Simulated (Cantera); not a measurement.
**Moist CO burnout**

An isothermal, constant-pressure homogeneous reactor starts with 0.307 % CO, 0.445 % O2, 0.297 % H2O, 99.0 % N2, equivalence ratio 0.34, at 1375 K and 96000 Pa.

Computed with Cantera and GRI-Mech 3.0 (53 species, 325 reactions).

| t (s) | x CO | x O2 | x H2O | x NO | x H2O2 | x NO2 |
|---|---|---|---|---|---|---|
| 5.00e-6 | 0.00307 | 0.00445 | 0.00297 | <1e-12 | <1e-12 | <1e-12 |
| 1.99e-5 | 0.00307 | 0.00445 | 0.00297 | <1e-12 | <1e-12 | <1e-12 |
| 7.93e-5 | 0.00307 | 0.00445 | 0.00297 | <1e-12 | <1e-12 | <1e-12 |
| 0.000316 | 0.00307 | 0.00445 | 0.00297 | <1e-12 | <1e-12 | <1e-12 |
| 0.00126 | 0.00307 | 0.00445 | 0.00297 | <1e-12 | <1e-12 | <1e-12 |
| 0.00501 | 0.00266 | 0.00420 | 0.00286 | 6.14e-9 | 1.75e-8 | 4.43e-12 |
| 0.0200 | 0.000175 | 0.00299 | 0.00291 | 5.33e-7 | 1.24e-8 | 5.38e-10 |
| 0.0795 | 1.08e-5 | 0.00292 | 0.00296 | 5.89e-7 | 1.15e-9 | 2.18e-9 |
| 0.317 | 6.74e-7 | 0.00292 | 0.00297 | 6.00e-7 | 1.37e-10 | 1.92e-9 |
| 1.26 | 8.23e-8 | 0.00292 | 0.00297 | 6.03e-7 | 2.82e-11 | 8.25e-10 |
| 5.02 | 3.77e-8 | 0.00292 | 0.00297 | 6.03e-7 | 1.51e-11 | 5.70e-10 |
| 20.0 | 3.69e-8 | 0.00292 | 0.00297 | 6.04e-7 | 1.49e-11 | 5.66e-10 |
x: mole fraction; the columns are a selection and need not sum to one.

Equilibrium at this temperature and pressure: CO 3.72e-8, O2 0.00288, H2O 0.00297, NO 8.29e-5, H2O2 1.48e-11, NO2 7.71e-8 (gas phase only).
